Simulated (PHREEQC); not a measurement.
NaF is added in steps, without added water, to 1 kg of water holding 0.034 mol K2CO3 and 0.00021 mol Na2SO4, at 20 °C. Oxygen alone is held at its pressure in air (log pO2 = -0.68). The system is closed to CO2. The run lets Mirabilite, Nahcolite, Natron precipitate or redissolve, and no other solid.

Base run: PHREEQC, ion-association model, wateq4f.dat. Each further column changes one thing. The table gives NaCO3- (mol/kgw).

```csv
NaF added (mol),base,diluted 2-fold with water,Na2SO4 left out,K2CO3 from 0.034 to 0.0306 mol/kgw,no solid may form
0,6.35e-5,___,0,5.95e-5,6.35e-5
0.014,0.00201,0.00120,___,0.00187,0.00201
0.028,0.00368,0.00214,0.00363,0.00341,0.00368
0.042,0.00512,0.00291,0.00508,0.00472,0.00512
0.056,0.00637,0.00356,0.00634,0.00586,0.00637
0.07,0.00748,___,0.00745,0.00686,0.00748
0.084,0.00846,___,0.00843,0.00774,0.00846
0.098,0.00933,___,0.00931,0.00853,0.00933
0.112,0.0101,0.00539,0.0101,0.00923,0.0101
0.126,0.0108,___,0.0108,0.00988,0.0108
0.14,0.0115,0.00604,0.0115,0.0105,0.0115
```

Problem. What belongs in the gaps?

Solution. 
- 0, diluted 2-fold with water: 2.02e-5
- 0.014, Na2SO4 left out: 0.00196
- 0.07, diluted 2-fold with water: 0.00411
- 0.084, diluted 2-fold with water: 0.00459
- 0.098, diluted 2-fold with water: 0.00501
- 0.126, diluted 2-fold with water: 0.00573

 Solids allowed in the column 'Na2SO4 left out': Nahcolite, Natron.
